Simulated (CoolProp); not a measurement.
Model: reference Helmholtz-energy equation of state, Fiedler 2023, in CoolProp.

For tetrahydrofuran, give the phase and the density (kg/m³), cv (kJ/(kg K)), Joule-Thomson coefficient (K/MPa), isothermal compressibility (1/MPa) at 166.35 °C and 3.28 MPa.


- 166.35 °C and 3.28 MPa: liquid; density 711, cv 1.69, Joule-Thomson coefficient -0.0382, isothermal compressibility 0.00426
